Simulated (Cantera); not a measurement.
An isothermal, constant-pressure homogeneous reactor starts with 1.18 % C3H8, 98.8 % H2, at 1173 K and 0.0257 atm.

Computed with Cantera and GRI-Mech 3.0 (53 species, 325 reactions). GRI-Mech 3.0 was tuned for natural gas; its chemistry of propane as a main component is partial and can be far from experiment. GRI-Mech 3.0 stops at C3 and has no aromatics, soot or wall deposition, so with more carbon than oxygen in the feed, carbon stays in small species such as C2H2 where larger ones or solid carbon would form. Radical loss at walls, strong at low pressure, is not modelled.

x: mole fraction; the columns are a selection and need not sum to one.

```tsv
t (s)	x C3H8	x H2	x C2H	x C2H2	x C2H4	x CH4
0.000500	0.0117	0.988	<1e-12	8.89e-11	1.59e-5	1.23e-5
0.00162	0.0116	0.988	<1e-12	1.13e-8	0.000161	0.000147
0.00522	0.0102	0.987	<1e-12	1.18e-6	0.00150	0.00147
0.0169	0.00364	0.980	<1e-12	6.44e-5	0.00788	0.00802
0.0545	0.000119	0.977	3.33e-12	0.000468	0.0108	0.0119
0.176	2.66e-6	0.976	1.84e-12	0.000898	0.0104	0.0121
0.568	5.22e-8	0.976	1.04e-12	0.00131	0.00996	0.0122
1.84	8.59e-9	0.976	1.31e-12	0.00202	0.00921	0.0123
5.93	___	0.976	2.30e-12	___	___	0.0124
19.2	3.87e-9	0.976	3.43e-12	0.00620	0.00473	0.0128
61.9	2.57e-9	0.976	3.57e-12	0.00723	0.00338	0.0134
200	2.44e-9	0.975	3.12e-12	0.00677	___	___
```

Q: What belongs in the gaps?

A: 
- 5.93, x C3H8: 6.67e-9
- 5.93, x C2H2: 0.00371
- 5.93, x C2H4: 0.00741
- 200, x C2H4: 0.00309
- 200, x CH4: 0.0150
